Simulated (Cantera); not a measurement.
An isothermal, constant-pressure homogeneous reactor starts with N2O : O2 = 1 : 1.8 (molar parts), at 1600 K and 0.987 atm. Integrator tolerance rtol = 1e-08.

Model: GRI-Mech 3.0 (53 species, 325 reactions), integrated in Cantera. GRI-Mech 3.0 was tuned for natural gas; its chemistry of N2O as a main component is partial and can be far from experiment. The temperature is held fixed by assumption; the heat of reaction is taken as removed at once.

Problem. What does this change do: temperature 1600 to 1073 K?

Solution. 
```csv
quantity,before,after
x(N2O) at 300 s,2.73e-7 (gas-phase equilibrium 8.09e-8),0.000372 (gas-phase equilibrium 3.58e-9)
x(O2) at 300 s,0.685 (gas-phase equilibrium 0.696),0.691 (gas-phase equilibrium 0.697)
x(NO) at 300 s,0.0240 (gas-phase equilibrium 0.00219),0.0117 (gas-phase equilibrium 7.51e-5)
x(N2) at 300 s,0.291 (gas-phase equilibrium 0.302),0.297 (gas-phase equilibrium 0.303)
x(NO2) at 300 s,0.000174 (gas-phase equilibrium 1.60e-5),0.000573 (gas-phase equilibrium 4.57e-6)
x(O) at 300 s,1.21e-5 (gas-phase equilibrium 1.22e-5),1.38e-9 (gas-phase equilibrium 1.05e-9)
```
The mechanism lacks the step 2 NO + O2 → 2 NO2, which can matter for NO2 below about 1400 K.
